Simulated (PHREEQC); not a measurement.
Make-up at 20 °C: 4.4 mmol/kgw CuCl2 and 16 mmol/kgw Na2SO4. Closed to the air; pH follows from the charge balance.

Equilibrium calculation in PHREEQC: ion-association model, wateq4f.dat.

No solid was allowed to form.

Q: Order these S species by the share of S that they hold, largest first: CuSO4, NaSO4-, SO4-2.

A: SO4-2 (84 %), CuSO4 (9.9 %), NaSO4- (5.8 %)

The pH is 5.24 and the ionic strength 0.0529 mol/kgw. The solution is supersaturated, for example in Antlerite, Brochantite, so a real one may precipitate; this is no full list.
